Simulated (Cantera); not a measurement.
Thermodynamics of carbothermic reduction, feed PbO + CH₄ + N₂

Feed: 1 mol PbO, 4.8 mol CH₄, 2 mol N₂, held at 1 atm.

Method: chemical equilibrium by Gibbs-energy minimisation in Cantera with the NASA 1993 tables (ideal gas, pure condensed phases). Candidate condensed phases: C, C₆H₆, C₇H₈, C₈H₁₈, H₂O, Pb, PbO, PbO₂, Pb₃O₄; 139 gas species. The numbers say what is thermodynamically allowed, not how fast it happens.

| T (K) | log p H₂ | log p N₂ | log p CO | log p Pb | log p CH₄ | log p H₂O | log p CO₂ | n C(graphite) | n Pb(l) |
|---|---|---|---|---|---|---|---|---|---|
| 973 | -0.16 | -0.76 | -1.25 | -5.06 | -1.21 | -1.61 | -2.49 | 3.41 | 1.000 |
| 1048 | -0.14 | -0.78 | -1.14 | -4.35 | -1.51 | -2.01 | -2.94 | 3.56 | 0.999 |
| 1123 | -0.12 | -0.78 | -1.11 | -3.74 | -1.78 | -2.42 | -3.44 | 3.65 | 0.998 |
| 1198 | -0.12 | -0.79 | -1.10 | -3.20 | -2.03 | -2.80 | -3.91 | 3.71 | 0.992 |
| 1273 | -0.12 | -0.79 | -1.10 | -2.74 | -2.26 | -3.14 | -4.34 | 3.74 | 0.977 |
| 1348 | -0.12 | -0.79 | -1.10 | -2.32 | -2.47 | -3.45 | -4.72 | 3.76 | 0.941 |
| 1423 | -0.12 | -0.80 | -1.10 | -1.95 | -2.66 | -3.73 | -5.06 | 3.77 | 0.859 |
| 1498 | -0.12 | -0.80 | -1.11 | -1.62 | -2.83 | -3.99 | -5.38 | 3.78 | 0.693 |
| 1573 | -0.13 | -0.82 | -1.12 | -1.32 | -3.01 | -4.23 | -5.68 | 3.78 | 0.373 |
| 1648 | -0.15 | -0.83 | -1.13 | -1.13 | -3.17 | -4.46 | -5.95 | 3.78 | 0 |
| 1723 | -0.15 | -0.83 | -1.13 | -1.13 | -3.29 | -4.65 | -6.17 | 3.77 | 0 |
| 1798 | -0.15 | -0.83 | -1.13 | -1.13 | -3.40 | -4.82 | -6.38 | 3.76 | 0 |
log p: log10 of the partial pressure in bar; n: condensed amount in mol.

From 973 K to 1573 K the condensed part is C(graphite) + Pb(l). From 1648 K to 1798 K the condensed part is C(graphite). The main Pb-bearing gas is Pb throughout.
